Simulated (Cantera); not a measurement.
Feed: 1 mol SiHCl3, 0.17 mol NH3, equilibrated at 36.0 Pa.

Cantera equilibrium calculation (NASA polynomials, part measured and part estimated; ideal gas, pure solids and liquids). Candidate condensed phases: NH4Cl, Si, Si3N4; 28 gas species. The tables' values for SiCl3, SiCl are old estimates; treat these amounts as uncertain. Rates play no part. All values below are at 1377 °C.

Base state: SiCl2 0.417, HCl 0.413, H2 0.116, N2 0.0364, SiCl3 0.00999, Cl 0.00455, H 0.00163, SiCl4 0.000524 (mole fractions); condensed: gas only.

Question: What changes in the equilibrium state with this change: NH3 from 0.17 to 1.7 mol?

Answer: 
```
species    before     after
-------  --------  --------
H2          0.116     0.470
HCl         0.413     0.184
SiCl2       0.417     0.183
N2         0.0364     0.157
SiCl4    0.000524   1.13e-5
SiH       7.01e-7   1.25e-5
SiCl3     0.00999  0.000969
```
